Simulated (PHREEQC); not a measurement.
# Metal-bearing waste water: an equilibrium model

Make-up at 20 °C: 1.8 mmol/kgw Pb(NO3)2, 0.15 mmol/kgw NaHCO3 and 0.33 mmol/kgw Na2SO4. Closed to the air; pH follows from the charge balance.

The numbers come from PHREEQC with the ion-association model, phreeqc.dat.

No solid was allowed to form.

Problem. What pH, ionic strength, specific conductance does the model give?

Solution. pH 6.08; ionic strength 0.00580 mol/kgw; specific conductance 451 µS/cm.

Problem. In which forms is C present?

Solution. CO2 39 %, HCO3- 22 %, PbCO3 20 %, PbHCO3+ 19 % of the C.

Saturation is exceeded, for instance for Cerussite, Anglesite; the values hold only as long as no solid forms.
